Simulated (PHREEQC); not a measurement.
1 g of hydrous ferric oxide (600 m²/g; 0.2 weak and 0.005 strong sites per Fe, Dzombak-Morel constants, diffuse double layer) in 1 kg of water with 0.001 mol/kgw of an inert sodium salt and 4.3e-06 mol/kgw CuCl2, 0.0014 mol/kgw CuSO4 and 1.5e-05 mol/kgw ZnCl2, at 25 °C; the pH is set by adding NaOH or the inert anion's acid. Oxygen is held at 0.21 atm. No CO2 enters from the air. Nothing may precipitate in this run.

Model: ion-association model, wateq4f.dat, run in PHREEQC.

```
pH    Cu sorbed (%)  S sorbed (%)  Zn sorbed (%)  surface charge σ (C/m²)
----  -------------  ------------  -------------  -----------------------
3               0.2          75.7            0.0                    0.029
3.5             1.3          75.7            0.0                    0.026
4.5            16.3          71.7            0.1                    0.023
5              49.1          65.9            0.3                    0.020
5.5            79.3          58.1            1.2                    0.018
6.5            98.0          48.2           14.8                    0.018
7              98.8          44.7           38.0                    0.017
7.5            97.5          39.1           64.4                    0.017
8.5            85.4          12.5           92.1                    0.014
9              79.6           2.5           94.2                    0.009
9.5            77.5           0.3           94.3                    0.004
10.5           75.3           0.0           93.3                   -0.007
11             73.6           0.0           91.4                   -0.015
```

Along this series the solution becomes supersaturated in solids that the run did not let form, among them Cu(OH)2, Brochantite, Antlerite. The database's constant for dissolved Cu(OH)2 is higher than later reviews accept. The oxide is taken as insoluble; below pH 4 it would dissolve.
